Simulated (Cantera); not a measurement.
## Equilibrium for halide evaporation, hydrolysis and transport: BaF2 + O2 + H2

Charge: 1 mol BaF2, 0.16 mol O2, 35 mol H2, held at 0.100 bar.

Equilibrium computed with Cantera from the NASA thermochemical tables; the gas is ideal and each condensed phase is pure. Candidate condensed phases: Ba, BaF2, BaO, Ba(OH)2, H2O; 27 gas species. Mutual solubility and eutectic melting of coexisting phases are not modelled. The numbers say what is thermodynamically allowed, not how fast it happens.

From 1225 K to 1625 K the condensed part is BaF2(s) + BaO(s). At 1675 K the condensed part is BaF2(l) + BaO(s). At 1725 K the condensed part is BaF2(l). The main Ba-bearing gas is Ba(OH)2 at 1225 K and BaF2 at 1725 K.

| T (K) | x H2 | x BaF2 | x H2O | x HF | x BaF | x H | x BaOH | x Ba(OH)2 | n BaF2(s) | n BaO(s) | n BaF2(l) |
|---|---|---|---|---|---|---|---|---|---|---|---|
| 1225 | 0.991 | 4.35e-7 | 0.00913 | 1.94e-5 | 3.49e-8 | 9.81e-7 | 1.87e-8 | 5.50e-7 | 1.000 | 0.000320 | 0 |
| 1275 | 0.991 | 1.82e-6 | 0.00912 | 3.75e-5 | 1.67e-7 | 2.32e-6 | 6.07e-8 | 1.01e-6 | 0.999 | 0.000616 | 0 |
| 1325 | 0.991 | 6.78e-6 | 0.00911 | 6.87e-5 | 6.99e-7 | 5.15e-6 | 1.80e-7 | 1.78e-6 | 0.999 | 0.00112 | 0 |
| 1375 | 0.991 | 2.26e-5 | 0.00908 | 0.000120 | 2.62e-6 | 1.08e-5 | 4.90e-7 | 3.00e-6 | 0.997 | 0.00193 | 0 |
| 1425 | 0.991 | 6.87e-5 | 0.00904 | 0.000199 | 8.92e-6 | 2.15e-5 | 1.24e-6 | 4.86e-6 | 0.994 | 0.00312 | 0 |
| 1475 | 0.990 | 0.000192 | 0.00899 | 0.000320 | 2.77e-5 | 4.08e-5 | 2.94e-6 | 7.57e-6 | 0.987 | 0.00475 | 0 |
| 1525 | 0.990 | 0.000494 | 0.00892 | 0.000495 | 7.95e-5 | 7.44e-5 | 6.57e-6 | 1.14e-5 | 0.973 | 0.00663 | 0 |
| 1575 | 0.989 | 0.00119 | 0.00885 | 0.000742 | 0.000212 | 0.000131 | 1.39e-5 | 1.68e-5 | 0.942 | 0.00817 | 0 |
| 1625 | 0.987 | 0.00270 | 0.00881 | 0.00108 | 0.000529 | 0.000222 | 2.80e-5 | 2.41e-5 | 0.877 | 0.00783 | 0 |
| 1675 | 0.982 | 0.00559 | 0.00889 | 0.00153 | 0.00121 | 0.000364 | 5.40e-5 | 3.43e-5 | 0 | 0.00223 | 0.754 |
| 1725 | 0.975 | 0.0109 | 0.00887 | 0.00247 | 0.00223 | 0.000580 | 7.16e-5 | 3.39e-5 | 0 | 0 | 0.529 |
x: gas mole fraction; n: condensed amount in mol.
